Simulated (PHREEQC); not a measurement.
# Nickel, zinc or cadmium bath: an equilibrium model

Solution (20 °C): 0.0086 mol NiCl2 and 0.012 mol FeSO4 per kg of water. Closed to the air; pH follows from the charge balance.

Equilibrium calculation in PHREEQC: ion-association model, wateq4f.dat.

Each row changes one thing in this solution. No solid was allowed to form.

```tsv
case	pH	ionic strength (mol/kgw)
as made	6.00	0.0561
FeSO4 replaced by FeCl2 at the same molality	5.90	___
NiCl2 left out	___	0.0348
NiCl2 from 0.0086 to 0.086 mol/kgw	___	0.257
FeSO4 replaced by Na2SO4 at the same molality	6.34	0.0517
diluted 100-fold with water	6.72	___
```

### Question
What belongs in the gaps?

### Answer

- FeSO4 replaced by FeCl2 at the same molality, ionic strength (mol/kgw): 0.0604
- NiCl2 left out, pH: 6.07
- NiCl2 from 0.0086 to 0.086 mol/kgw, pH: 5.80
- diluted 100-fold with water, ionic strength (mol/kgw): 0.000725
